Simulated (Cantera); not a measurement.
An adiabatic, constant-volume homogeneous reactor starts with 6.16 % CH₄, 18.7 % O₂, 70.2 % N₂, 4.99 % H₂O, at 1475 K and 4.93 atm.

Computed with Cantera and GRI-Mech 3.0 (53 species, 325 reactions).

### Question
Predict: time of steepest temperature rise; temperature at 0.200 s; equilibrium temperature; x(O₂) at 0.200 s; x(H₂O) at 0.200 s; x(NO) at 0.200 s.

### Answer
```
Property                                                          Result
---------------------------------  -------------------------------------
time of steepest temperature rise                               0.381 ms
temperature at 0.200 s                                            2750 K
equilibrium temperature                                           2750 K
x(O₂) at 0.200 s                   0.0556 (gas-phase equilibrium 0.0556)
x(H₂O) at 0.200 s                    0.159 (gas-phase equilibrium 0.159)
x(NO) at 0.200 s                   0.0165 (gas-phase equilibrium 0.0165)
```
